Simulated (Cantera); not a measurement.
## Premixed flame

A freely propagating, adiabatic, planar premixed flame of 6.12 % C3H8, 23.5 % O2, 70.3 % N2, equivalence ratio 1.3, unburnt at 700 K and 4.93 atm; mixture-averaged transport, grid criteria slope 0.08 and curve 0.16, no radiation.

Detailed kinetics in Cantera: GRI-Mech 3.0 (53 species, 325 reactions). GRI-Mech 3.0 was tuned for natural gas; its chemistry of propane as a main component is partial and can be far from experiment. Burning velocities carry a grid error of a few per cent, more on coarse grids.

```json
[
 {"z (mm)": "-0.156", "T (K)": "700", "u (m/s)": "1.81", "x C3H8": "0.0610", "x O2": "0.235", "x NO": "<1e-8", "x C2H2": "1.00e-7", "x C2H6": "8.77e-8", "x C2H4": "8.87e-7"},
 {"z (mm)": "-0.104", "T (K)": "702", "u (m/s)": "1.83", "x C3H8": "0.0608", "x O2": "0.234", "x NO": "1.71e-8", "x C2H2": "1.54e-6", "x C2H6": "1.62e-6", "x C2H4": "1.41e-5"},
 {"z (mm)": "-0.0782", "T (K)": "709", "u (m/s)": "1.85", "x C3H8": "0.0605", "x O2": "0.232", "x NO": "9.54e-8", "x C2H2": "1.06e-5", "x C2H6": "1.29e-5", "x C2H4": "9.93e-5"},
 {"z (mm)": "-0.0521", "T (K)": "766", "u (m/s)": "2.03", "x C3H8": "0.0591", "x O2": "0.223", "x NO": "7.35e-7", "x C2H2": "0.000105", "x C2H6": "0.000156", "x C2H4": "0.000989"},
 {"z (mm)": "-0.0261", "T (K)": "1156", "u (m/s)": "3.20", "x C3H8": "0.0421", "x O2": "0.175", "x NO": "6.70e-6", "x C2H2": "0.00116", "x C2H6": "0.00176", "x C2H4": "0.00974"},
 {"z (mm)": "-0.0130", "T (K)": "1594", "u (m/s)": "4.62", "x C3H8": "0.0141", "x O2": "0.121", "x NO": "1.63e-5", "x C2H2": "0.00311", "x C2H6": "0.00200", "x C2H4": "0.0162"},
 {"z (mm)": "0", "T (K)": "2019", "u (m/s)": "6.04", "x C3H8": "0.000460", "x O2": "0.0650", "x NO": "3.44e-5", "x C2H2": "0.00515", "x C2H6": "0.000282", "x C2H4": "0.00647"},
 {"z (mm)": "0.0130", "T (K)": "2256", "u (m/s)": "6.80", "x C3H8": "8.52e-7", "x O2": "0.0306", "x NO": "6.39e-5", "x C2H2": "0.00249", "x C2H6": "4.84e-6", "x C2H4": "0.000567"},
 {"z (mm)": "0.0261", "T (K)": "2349", "u (m/s)": "7.06", "x C3H8": "<1e-8", "x O2": "0.0149", "x NO": "9.56e-5", "x C2H2": "0.000483", "x C2H6": "6.30e-8", "x C2H4": "2.27e-5"},
 {"z (mm)": "0.0521", "T (K)": "2408", "u (m/s)": "7.20", "x C3H8": "<1e-8", "x O2": "0.00586", "x NO": "0.000134", "x C2H2": "8.96e-6", "x C2H6": "<1e-8", "x C2H4": "2.08e-8"},
 {"z (mm)": "0.104", "T (K)": "2463", "u (m/s)": "7.32", "x C3H8": "<1e-8", "x O2": "0.00321", "x NO": "0.000159", "x C2H2": "1.16e-8", "x C2H6": "<1e-8", "x C2H4": "<1e-8"},
 {"z (mm)": "0.209", "T (K)": "2519", "u (m/s)": "7.47", "x C3H8": "<1e-8", "x O2": "0.00198", "x NO": "0.000182", "x C2H2": "<1e-8", "x C2H6": "<1e-8", "x C2H4": "<1e-8"},
 {"z (mm)": "0.417", "T (K)": "2567", "u (m/s)": "7.58", "x C3H8": "<1e-8", "x O2": "0.00109", "x NO": "0.000209", "x C2H2": "<1e-8", "x C2H6": "<1e-8", "x C2H4": "<1e-8"}
]
```
x: mole fraction of selected species; z is measured from the peak of heat release.

```yaml
laminar_burning_velocity: 181 cm/s
thermal_thickness: 0.0521 mm
peak x(C2H2): 0.00516
peak x(C2H6): 0.00229
peak x(C2H4): 0.0162
grid_points: 153
```
